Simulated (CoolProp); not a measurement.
The numbers come from the reference Helmholtz-energy equation of state, Zhou 2012 in CoolProp.

For ethylbenzene, give the phase and the cp (kJ/(kg K)), speed of sound (m/s), Joule-Thomson coefficient (K/MPa), fugacity coefficient at 283.6 K and 0.126 bar; 418.3 K and 115 bar.


- 283.6 K and 0.126 bar: liquid; cp 1.70, speed of sound 1380, Joule-Thomson coefficient -0.483, fugacity coefficient 0.0419
- 418.3 K and 115 bar: liquid; cp 2.14, speed of sound 945, Joule-Thomson coefficient -0.314, fugacity coefficient 0.0167
